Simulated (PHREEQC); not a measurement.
Make-up at 20 °C: 0.014 mol CuSO4, 0.0027 mol H2SO4 and 0.0048 mol FeCl3 per kg of water. Closed to the air; pH follows from the charge balance.

Model: ion-association model, phreeqc.dat, run in PHREEQC.

```json
{
  "pH": "2.44",
  "ionic_strength": "0.0504 mol/kgw",
  "total_alkalinity": "-15.0 meq/kg"
}
```

```csv
species,molality,activity,log γ
Cl-,0.0142,0.0116,-0.089
Cu+2,0.0104,0.00504,-0.315
SO4-2,0.00754,0.00350,-0.334
H+,0.00427,0.00365,-0.068
FeSO4+,0.00374,0.00309,-0.083
CuSO4,0.00343,0.00347,0.005
HSO4-,0.00136,0.00112,-0.085
```

No solid was allowed to form. Examples of supersaturated solids here: Hematite (slow to form), Goethite (slow to form). Others may be too.
